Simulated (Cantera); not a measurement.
A closed system holds: 1 mol SiH₄, 0.21 mol N₂, equilibrated at 1.30 mbar.

Method: chemical equilibrium by Gibbs-energy minimisation in Cantera with the NASA 1993 tables (ideal gas, pure condensed phases). Candidate condensed phases: Si, Si₃N₄; 18 gas species. N₂ is the only nitrogen source here; it is nearly inert below about 1500 K, so the nitride shown seldom forms there in practice. Mutual solubility and eutectic melting of coexisting phases are not modelled. Gases not in the tables: Si₂H₆ and higher silanes. Kinetics and transport are ignored.

Problem. Which condensed phases are stable at each of these points (T (K)): 1148, 1223, 1298, 1373, 1448, 1523, 1598, 1673, 1748, 1823?

Solution. 
```json
[
 {"T (K)": "1148", "condensed phases": "Si(s) + Si₃N₄(s)", "Si condensed (%)": "100.0"},
 {"T (K)": "1223", "condensed phases": "Si(s) + Si₃N₄(s)", "Si condensed (%)": "100.0"},
 {"T (K)": "1298", "condensed phases": "Si(s) + Si₃N₄(s)", "Si condensed (%)": "100.0"},
 {"T (K)": "1373", "condensed phases": "Si(s) + Si₃N₄(s)", "Si condensed (%)": "100.0"},
 {"T (K)": "1448", "condensed phases": "Si(s) + Si₃N₄(s)", "Si condensed (%)": "100.0"},
 {"T (K)": "1523", "condensed phases": "Si(s) + Si₃N₄(s)", "Si condensed (%)": "100.0"},
 {"T (K)": "1598", "condensed phases": "Si(s)", "Si condensed (%)": "100.0"},
 {"T (K)": "1673", "condensed phases": "Si(s)", "Si condensed (%)": "99.9"},
 {"T (K)": "1748", "condensed phases": "Si(l)", "Si condensed (%)": "99.7"},
 {"T (K)": "1823", "condensed phases": "Si(l)", "Si condensed (%)": "99.2"}
]
```

From 1148 K to 1523 K the condensed part is Si(s) + Si₃N₄(s). From 1598 K to 1673 K the condensed part is Si(s). From 1748 K to 1823 K the condensed part is Si(l).
